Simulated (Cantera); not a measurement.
A perfectly stirred reactor is fed with H2 : O2 : N2 = 1 : 0.641 : 2.41 (molar parts), equivalence ratio 0.78, at 101000 Pa; it is adiabatic with a 700 K inlet, and is followed from long to short residence time, starting on the burning branch (τ in s: 0.35, 0.13, 0.051, 0.02, 0.0076, 0.0029, 0.0011, 0.00043, 0.00017, 6.4e-05, 2.5e-05).

Model: GRI-Mech 3.0 (53 species, 325 reactions), integrated in Cantera.

What does this change do: N2 2.41 to 1.7 parts?


```csv
quantity,before,after
"blow-out, bracketed by the residence times tried","burning at 25.0 µs, the shortest tried","burning at 25.0 µs, the shortest tried"
x(H2) at τ = 0.350 s,0.00507,0.0144
x(O2) at τ = 0.350 s,0.0354,0.0435
x(NO2) at τ = 0.350 s,2.74e-6,3.87e-6
x(HO2) at τ = 0.350 s,4.67e-6,1.00e-5
x(H2O) at τ = 0.350 s,0.269,0.317
x(H2) at τ = 2.90 ms,0.00932,0.0165
x(O2) at τ = 2.90 ms,0.0390,0.0470
x(NO2) at τ = 2.90 ms,2.34e-7,1.31e-6
x(HO2) at τ = 2.90 ms,5.49e-6,1.02e-5
x(H2O) at τ = 2.90 ms,0.260,0.312
```
